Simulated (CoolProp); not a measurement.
Vapour-liquid equilibrium of propylene (1) + dimethyl ether (2) at 407 kPa; x and y are mole fractions of (1).

Model: multi-fluid Helmholtz-energy mixture model, Lemmon 2013 and Wu 2011; pair parameters Bell 2016, in CoolProp.

```tsv
x	bubble temperature, mixture model (°C)	bubble temperature, Raoult's law (°C)	y, mixture model	y, Raoult's law
0.05	10.5	11.1	0.107	0.098
0.2	4.9	6.5	0.359	0.346
0.35	0.5	2.3	0.540	0.538
0.5	-3.2	-1.4	0.676	0.688
0.65	-6.1	-4.8	0.785	0.807
0.8	-8.7	-7.9	0.880	0.901
0.95	-10.9	-10.7	0.970	0.978
```

The largest gap from Raoult's law is -1.8 K in bubble temperature, at x = 0.35. No azeotrope shows between x = 0.05 and 0.95.

The pair parameters rest on a limited set of measurements; away from them the model extrapolates.
